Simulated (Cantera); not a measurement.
Low-pressure radical oxidation in H2/O2

A perfectly stirred reactor is fed with H₂ : O₂ = 0.042 : 1 (molar parts), equivalence ratio 0.021, at 570 Pa; it is held at 1250 K, and followed from long to short residence time.

Detailed kinetics in Cantera: GRI-Mech 3.0 (53 species, 325 reactions). Radical loss at walls, strong at low pressure, is not modelled. The temperature is held fixed by assumption; the heat of reaction is taken as removed at once.

```csv
τ (s),x H₂,x O₂,x HO₂,x H₂O,x OH,x H₂O₂,x O
0.72,0.000316,0.946,8.10e-7,0.0388,0.00220,2.76e-8,0.0114
0.32,0.000469,0.941,9.22e-7,0.0378,0.00262,2.93e-8,0.0162
0.15,0.000661,0.936,1.00e-6,0.0368,0.00299,3.07e-8,0.0205
0.066,0.000971,0.932,1.07e-6,0.0357,0.00336,3.29e-8,0.0239
0.030,0.00150,0.930,1.13e-6,0.0345,0.00374,3.70e-8,0.0254
0.014,0.00248,0.930,1.18e-6,0.0329,0.00422,4.40e-8,0.0251
0.0061,0.00460,0.931,1.23e-6,0.0302,0.00487,5.58e-8,0.0230
```
x: mole fraction; the columns are a selection and need not sum to one.
